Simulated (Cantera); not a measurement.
Input (Python, Cantera):

```python
import numpy as np
import cantera as ct

gas = ct.Solution("gri30.yaml")
gas.TPX = 1475, 28000, {'CH4': 1, 'CO': 0.065, 'O2': 3.76, 'N2': 14.2}
reactor = ct.IdealGasConstPressureReactor(gas, energy="on", clone=False)
net = ct.ReactorNet([reactor])
net.rtol, net.atol = 1e-08, 1e-16
show = ['CH4', 'CO', 'O2', 'HCN', 'NO']
times = np.geomspace(3e-06, 0.4, 12)

steps = ct.SolutionArray(gas, extra=["t"])
rows = []
print(f"{'t/s':>10s}{'T/K':>9s}{'P/Pa':>11s}" + "".join(f"{s:>11s}" for s in show))
for t in times:
    while net.time < t:
        t_next = net.step()
        steps.append(gas.state, t=t_next)
    rows.append([np.interp(t, steps.t, y) for y in (steps.T, steps.P, *steps(*show).X.T)])
    print(f"{t:10.3e}{rows[-1][0]:9.1f}{rows[-1][1]:11.4g}" + "".join(f"{x:11.3e}" for x in rows[-1][2:]))
rate = np.gradient(steps.T, steps.t)
print("integrator steps:", len(steps.t))
if steps.T.max() > steps.T[0] + 200:
    print(f"time of steepest temperature rise: {steps.t[rate.argmax()]:.4e} s")
gas.TPX = 1475, 28000, {'CH4': 1, 'CO': 0.065, 'O2': 3.76, 'N2': 14.2}
gas.equilibrate("HP")
print(f"equilibrium (HP): T = {gas.T:.1f} K  " + "  ".join(f"{s} {gas[s].X[0]:.3e}" for s in show))
```

Output:

```
       t/s      T/K       P/Pa        CH4         CO         O2        HCN         NO
 3.000e-06   1475.0    2.8e+04  5.256e-02  3.417e-03  1.976e-01  2.481e-21  4.813e-18
 8.771e-06   1475.0    2.8e+04  5.256e-02  3.417e-03  1.976e-01  2.444e-20  4.778e-17
 2.564e-05   1475.0    2.8e+04  5.256e-02  3.417e-03  1.976e-01  2.447e-19  2.508e-16
 7.496e-05   1475.0    2.8e+04  5.256e-02  3.417e-03  1.976e-01  2.360e-18  1.020e-15
 2.191e-04   1475.0    2.8e+04  5.256e-02  3.416e-03  1.976e-01  2.449e-17  4.958e-15
 6.407e-04   1475.0    2.8e+04  5.253e-02  3.416e-03  1.976e-01  3.628e-16  4.035e-14
 1.873e-03   1476.5    2.8e+04  5.195e-02  3.446e-03  1.973e-01  3.682e-14  8.668e-13
 5.476e-03   2329.2    2.8e+04  3.038e-19  1.092e-02  8.928e-02  6.887e-13  3.160e-04
 1.601e-02   2415.5    2.8e+04  2.731e-19  7.182e-03  8.828e-02  1.709e-12  2.287e-03
 4.680e-02   2410.0    2.8e+04  2.620e-19  7.048e-03  8.625e-02  2.850e-12  6.558e-03
 1.368e-01   2404.2    2.8e+04  2.507e-19  6.913e-03  8.415e-02  3.828e-12  1.099e-02
 4.000e-01   2403.1    2.8e+04  2.487e-19  6.889e-03  8.377e-02  3.983e-12  1.178e-02
integrator steps: 1801
time of steepest temperature rise: 3.3697e-03 s
equilibrium (HP): T = 2403.1 K  CH4 3.694e-19  CO 6.889e-03  O2 8.377e-02  HCN 3.983e-12  NO 1.178e-02
```

Model: GRI-Mech 3.0 (53 species, 325 reactions), integrated in Cantera.
